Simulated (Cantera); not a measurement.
A Cantera script and what it prints.

```python
import numpy as np
import cantera as ct

gas_names = """
    CL CL2 H HCL H2 Si SiCL SiCL2 SiCL3 SiCL4 SiH SiHCL3 SiH2 SiH2CL2 SiH3 SiH3CL SiH4 Si2 Si3
""".split()
cond_names = """
    Si(cr) Si(L)
""".split()


def load(file, names, dense=False):
    # The tables refer to 1 bar. Condensed volumes are neglected.
    table = {s.name: s for s in ct.Species.list_from_file(file)}
    out = []
    for n in names:
        d = dict(table[n].input_data)
        d["thermo"] = dict(d["thermo"], **{"reference-pressure": 1e5})
        if dense:
            d["equation-of-state"] = {"model": "constant-volume", "density": "1e6 g/cm^3"}
        out.append(ct.Species.from_dict(d))
    return out


gas = ct.Solution(thermo="ideal-gas", species=load("nasa_gas.yaml", gas_names))
cond = {s.name: ct.Solution(thermo="fixed-stoichiometry", species=[s], name=s.name)
        for s in load("nasa_condensed.yaml", cond_names, dense=True)}
atoms = {
    'Si': {'Si': 1},
    'Cl2': {'CL': 2},
    'H2': {'H': 2},
}
top_T = {}  # K; cautious upper limits of use, not melting points


def equilibrate(T, P, feed):
    n = {}
    for name, mol in feed.items():
        for a, k in atoms[name].items():
            n[a] = n.get(a, 0.0) + k * mol
    gas.TPX = T, P, n
    mass = sum(n.values()) * gas.mean_molecular_weight
    gas.equilibrate("TP")
    valid = [c for c in cond.values() if c.min_temp <= T <= top_T.get(c.name, c.max_temp)]
    mix = ct.Mixture([(gas, mass / gas.mean_molecular_weight)] + [(c, 0.0) for c in valid])
    mix.T, mix.P = T, P
    mix.equilibrate("TP", solver="vcs", rtol=1e-11, max_steps=5000)
    return mix


results = []
feed = {'Si': 1, 'Cl2': 9.8, 'H2': 78}  # mol
P = 3.5  # Pa
for T in [798, 848, 898, 948, 998, 1048, 1098, 1148, 1198, 1248, 1298, 1348]:
    mix = equilibrate(T, P, feed)
    results.append((T, P, feed, dict(zip(mix.species_names, mix.species_moles))))

top = {s: max(r[3][s] / sum(r[3][g] for g in gas_names) for r in results) for s in gas_names}
cols = sorted((s for s in top if top[s] > 0.0001), key=lambda s: -top[s])[:7]
seen = [c for c in cond_names if any(r[3].get(c, 0) > 1e-12 for r in results)]
print("log10 of partial pressures in bar; condensed amounts in mol")
print(f"{'T/K':>10s}" + "".join(f"{s[:9]:>10s}" for s in cols + seen))
for T, P, feed, n in results:
    ng = sum(n[g] for g in gas_names)
    print(f"{T:10.4g}" + "".join(f"{np.log10(max(n[s] / ng * P / 1e5, 1e-99)):10.3f}" for s in cols)
          + "".join(f"{n.get(c, 0):10.4g}" for c in seen))
```

It prints:

```
log10 of partial pressures in bar; condensed amounts in mol
       T/K        H2       HCL     SiCL4     SiCL2     SiCL3         H    SiHCL3
       798    -4.548    -5.201    -6.396   -10.953    -9.701   -13.848    -8.798
       848    -4.548    -5.201    -6.399    -9.792    -9.025   -12.995    -8.536
       898    -4.548    -5.201    -6.406    -8.769    -8.430   -12.235    -8.309
       948    -4.549    -5.198    -6.431    -7.879    -7.920   -11.555    -8.128
       998    -4.551    -5.190    -6.528    -7.168    -7.542   -10.943    -8.047
      1048    -4.554    -5.175    -6.790    -6.720    -7.386   -10.389    -8.160
      1098    -4.557    -5.163    -7.237    -6.519    -7.452    -9.885    -8.469
      1148    -4.558    -5.157    -7.768    -6.447    -7.629    -9.424    -8.867
      1198    -4.559    -5.155    -8.301    -6.422    -7.835    -9.001    -9.275
      1248    -4.559    -5.155    -8.805    -6.411    -8.037    -8.610    -9.663
      1298    -4.559    -5.154    -9.274    -6.407    -8.229    -8.250   -10.025
      1348    -4.559    -5.154    -9.710    -6.404    -8.408    -7.915   -10.361
```

Equilibrium computed with Cantera from the NASA thermochemical tables; the gas is ideal and each condensed phase is pure. The tables' values for SiCl3 are old estimates; treat these amounts as uncertain.
